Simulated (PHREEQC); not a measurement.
0.02 g of hydrous ferric oxide (600 m²/g; 0.2 weak and 0.005 strong sites per Fe, Dzombak-Morel constants, diffuse double layer) in 1 kg of water with 0.001 mol/kgw of an inert sodium salt and 0.0012 mmol/kgw SrCl2, at 25 °C; the pH is set by adding NaOH or the inert anion's acid. O2 is buffered at 0.21 atm. The system is closed to CO2. Nothing may precipitate in this run.

All values are PHREEQC results (ion-association model, wateq4f.dat), not measurements.

```csv
pH,Sr sorbed (%),surface charge σ (C/m²),surface potential ψ (mV)
3,0.0,0.252,234
3.5,0.0,0.173,(withheld)
4,0.0,(withheld),210
4.5,0.0,0.078,191
5,0.0,(withheld),(withheld)
5.5,0.0,(withheld),145
6,0.0,0.019,119
6.5,0.0,(withheld),(withheld)
7,0.1,0.006,64
7.5,0.5,(withheld),35
8,4.2,0.000,7
8.5,23.5,-0.002,-21
9,57.7,-0.004,-48
```

Task: Some entries are withheld; supply them.

Result: 
- 3.5, surface potential ψ (mV): 226
- 4, surface charge σ (C/m²): 0.117
- 5, surface charge σ (C/m²): 0.050
- 5, surface potential ψ (mV): 169
- 5.5, surface charge σ (C/m²): 0.031
- 6.5, surface charge σ (C/m²): 0.011
- 6.5, surface potential ψ (mV): 92
- 7.5, surface charge σ (C/m²): 0.003

The oxide is taken as insoluble; below pH 4 it would dissolve.
